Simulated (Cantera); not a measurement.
# Thermodynamics of fluorocarbon and chlorocarbon gases, feed CH₃Cl + HCl + H₂

Feed: 1 mol CH₃Cl, 0.45 mol HCl, 0.16 mol H₂, held at 0.133 bar.

These are equilibrium values from Cantera (NASA tables, ideal gas, pure condensed phases), not measurements of a reactor. Candidate condensed phases: C, C₆H₆, C₇H₈, C₈H₁₈; 91 gas species. Kinetics and transport are ignored.

| T (K) | x HCl | x H₂ | x H | x Cl | x C₂H₂ (acetylene) | x CH₄ | x C₂HCl | x Cl₂ | n C(graphite) |
|---|---|---|---|---|---|---|---|---|---|
| 1350 | 0.556 | 0.444 | 4.35e-6 | 4.53e-6 | 5.50e-7 | 0.000152 | 2.49e-10 | 7.54e-9 | 1.000 |
| 1450 | 0.556 | 0.444 | 1.73e-5 | 1.76e-5 | 2.17e-6 | 8.69e-5 | 1.64e-9 | 2.42e-8 | 1.000 |
| 1550 | 0.555 | 0.444 | 5.75e-5 | 5.74e-5 | 7.13e-6 | 5.35e-5 | 8.47e-9 | 6.70e-8 | 1.000 |
| 1650 | 0.555 | 0.444 | 0.000166 | 0.000163 | 2.03e-5 | 3.50e-5 | 3.58e-8 | 1.64e-7 | 1.000 |
| 1750 | 0.555 | 0.444 | 0.000425 | 0.000409 | 5.10e-5 | 2.40e-5 | 1.28e-7 | 3.62e-7 | 1.000 |
| 1850 | 0.554 | 0.444 | 0.000983 | 0.000932 | 0.000116 | 1.72e-5 | 3.98e-7 | 7.35e-7 | 0.999 |
| 1950 | 0.552 | 0.443 | 0.00209 | 0.00195 | 0.000242 | 1.27e-5 | 1.10e-6 | 1.38e-6 | 0.999 |
| 2050 | 0.550 | 0.442 | 0.00413 | 0.00380 | 0.000469 | 9.72e-6 | 2.74e-6 | 2.44e-6 | 0.997 |
| 2150 | 0.545 | 0.440 | 0.00766 | 0.00694 | 0.000852 | 7.58e-6 | 6.24e-6 | 4.05e-6 | 0.995 |
x: gas mole fraction; n: condensed amount in mol.

From 1350 K to 2150 K the condensed part is C(graphite). The main C-bearing gas is CH₄ at 1350 K and C₂H₂ (acetylene) at 2150 K.
